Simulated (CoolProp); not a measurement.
Values from CoolProp's reference Helmholtz-energy equation of state, Younglove 1994. It is a modified Benedict-Webb-Rubin equation, recast in Helmholtz form.

For R123, give the phase and the expansivity (1/kK), fugacity coefficient at 309.7 K and 21900 kPa; 443.9 K and 2350 kPa.


- 309.7 K and 21900 kPa: liquid; expansivity 1.41, fugacity coefficient 0.0144
- 443.9 K and 2350 kPa: gas; expansivity 8.34, fugacity coefficient 0.761
